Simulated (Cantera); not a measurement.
Input (Python, Cantera):

```python
import numpy as np
import cantera as ct

gas = ct.Solution("gri30.yaml")
gas.TP = 300, 101325
flame = ct.CounterflowDiffusionFlame(gas, width=0.02)
flame.fuel_inlet.X, flame.fuel_inlet.T = {'CH4': 1, 'C2H6': 0.073}, 550
flame.oxidizer_inlet.X, flame.oxidizer_inlet.T = {'O2': 0.22, 'N2': 0.78}, 525
flame.set_refine_criteria(ratio=3, slope=0.12, curve=0.24, prune=0.03)
show = ['OH', 'H', 'NO', 'CO', 'C2H2']

rows = []
print(f"{'mdot':>8s}{'a_max':>10s}{'a_mean':>10s}{'Tmax/K':>9s}" + "".join(f"{s:>11s}" for s in show) + "   (peak mole fractions)")
for i, mdot in enumerate([0.25, 0.33, 0.44, 0.58, 0.76, 1, 1.3, 1.7]):  # kg/m2/s on the oxidiser side
    flame.oxidizer_inlet.mdot, flame.fuel_inlet.mdot = mdot, 0.8 * mdot
    flame.solve(loglevel=0, auto=(i == 0))
    if flame.T.max() < max(550, 525) + 100:
        print(f"{mdot:8.3g}  no burning solution found from the previous one")
        break
    dT = np.abs(np.gradient(flame.T, flame.grid))
    rows.append([flame.strain_rate("max"), flame.strain_rate("mean"), flame.T.max(),
                 *(flame.X[gas.species_index(s)].max() for s in show), max(dT[0], dT[-1]) / dT.max()])
    print(f"{mdot:8.3g}{rows[-1][0]:10.1f}{rows[-1][1]:10.1f}{rows[-1][2]:9.1f}" + "".join(f"{x:11.3e}" for x in rows[-1][3:-1]))
```

It prints:

```
    mdot     a_max    a_mean   Tmax/K         OH          H         NO         CO       C2H2   (peak mole fractions)
    0.25     202.4      45.2   2183.3  9.595e-03  4.863e-03  3.337e-04  6.317e-02  1.925e-02
    0.33     258.6      59.7   2169.6  9.547e-03  5.049e-03  3.126e-04  6.219e-02  1.841e-02
    0.44     334.5      79.5   2156.2  9.492e-03  5.243e-03  2.901e-04  6.131e-02  1.752e-02
    0.58     429.6     104.8   2144.3  9.432e-03  5.434e-03  2.677e-04  6.069e-02  1.674e-02
    0.76     550.7     137.4   2133.4  9.381e-03  5.627e-03  2.449e-04  6.026e-02  1.599e-02
       1     708.6     180.8   2120.4  9.261e-03  5.794e-03  2.192e-04  5.993e-02  1.520e-02
     1.3     901.9     235.0   2105.3  9.064e-03  5.910e-03  1.919e-04  5.967e-02  1.432e-02
     1.7    1154.3     307.3   2087.4  8.782e-03  5.975e-03  1.623e-04  5.952e-02  1.326e-02
```

Detailed kinetics in Cantera: GRI-Mech 3.0 (53 species, 325 reactions). GRI-Mech 3.0 has no aromatics or soot, which form on the fuel side of real flames. The maximum strain rate includes the flame's own expansion and is several times the mean.
